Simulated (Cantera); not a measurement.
An adiabatic, constant-volume homogeneous reactor starts with CO : H2 : CH4 : O2 : N2 = 1 : 1 : 0.11 : 1.79 : 12.9 (molar parts), at 1350 K and 1.01 bar.

Model: GRI-Mech 3.0 (53 species, 325 reactions), integrated in Cantera.

Task: Predict: time of steepest temperature rise; temperature at 2.00 s; equilibrium temperature; x(CO) at 2.00 s; x(H2) at 2.00 s; x(H2O) at 2.00 s.

Result: 
```json
{
  "time_of_steepest_temperature_rise": "53.0 µs",
  "temperature at 2.00 s": "2462 K",
  "equilibrium_temperature": "2462 K",
  "x(CO) at 2.00 s": "0.00769 (gas-phase equilibrium 0.00769)",
  "x(H2) at 2.00 s": "0.00146 (gas-phase equilibrium 0.00146)",
  "x(H2O) at 2.00 s": "0.0719 (gas-phase equilibrium 0.0719)"
}
```
